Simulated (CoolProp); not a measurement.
Vapour-liquid equilibrium of cyclohexane (1) + p-xylene (2) at 372.7 K; x and y are mole fractions of (1).

Computed with CoolProp (multi-fluid Helmholtz-energy mixture model, Zhou 2014 and Zhou 2012; pair parameters Bell 2016).

```tsv
x	bubble pressure (kPa)	y at the bubble point	dew pressure at overall composition x (kPa)	liquid density (mol/L)
0.05	41.17	0.266	33.06	7.482
0.2	67.17	0.611	38.31	7.600
0.35	89.80	0.754	45.51	7.722
0.5	110.0	0.837	55.93	7.848
0.65	128.9	0.896	72.19	7.980
0.8	147.3	0.943	100.0	8.119
0.95	166.1	0.986	150.1	8.266
```

No azeotrope shows between x = 0.05 and 0.95.

The pair parameters rest on a limited set of measurements; away from them the model extrapolates.
